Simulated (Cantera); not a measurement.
A perfectly stirred reactor is fed with 6.65 % CH4, 19.5 % O2, 73.8 % N2, at 0.870 bar; it is adiabatic with a 675 K inlet, and is followed from long to short residence time, starting on the burning branch (τ in s: 0.024, 0.013, 0.0065, 0.0033, 0.0017, 0.00089, 0.00046, 0.00024, 0.00012, 6.3e-05, 3.2e-05).

Computed with Cantera and GRI-Mech 3.0 (53 species, 325 reactions).

x: mole fraction; the columns are a selection and need not sum to one.

```csv
τ (s),T (K),x CH4,x O2,x O,x C2H6,x NO,x H2O,x CH2CO
0.024,2062,1.21e-5,0.0623,0.000766,2.96e-11,0.000188,0.130,8.09e-10
0.013,2050,1.85e-5,0.0625,0.00104,5.90e-11,0.000137,0.129,1.65e-9
0.0065,2031,2.94e-5,0.0629,0.00151,1.22e-10,9.60e-5,0.128,3.46e-9
0.0033,2005,4.65e-5,0.0634,0.00215,2.48e-10,6.74e-5,0.126,6.86e-9
0.0017,1971,?,0.0643,?,5.20e-10,?,0.125,?
0.00089,1931,0.000121,0.0654,0.00391,1.17e-9,3.44e-5,0.123,2.58e-8
0.00046,1882,?,0.0671,?,?,?,0.120,?
0.00024,1825,0.000384,0.0698,0.00566,9.87e-9,1.72e-5,0.118,1.31e-7
0.00012,1753,0.000844,0.0747,0.00568,5.19e-8,1.03e-5,0.115,4.42e-7
6.3e-5,1637,0.00309,0.0882,0.00300,1.44e-6,3.45e-6,0.109,4.34e-6
3.2e-5,675,0.0665,0.195,<1e-12,<1e-12,<1e-12,<1e-12,<1e-12
```

Q: What belongs in the gaps?

A: 
- 0.0017, x CH4: 7.43e-5
- 0.0017, x O: 0.00296
- 0.0017, x NO: 4.77e-5
- 0.0017, x CH2CO: 1.33e-8
- 0.00046, x CH4: 0.000209
- 0.00046, x O: 0.00490
- 0.00046, x C2H6: 3.08e-9
- 0.00046, x NO: 2.48e-5
- 0.00046, x CH2CO: 5.47e-8
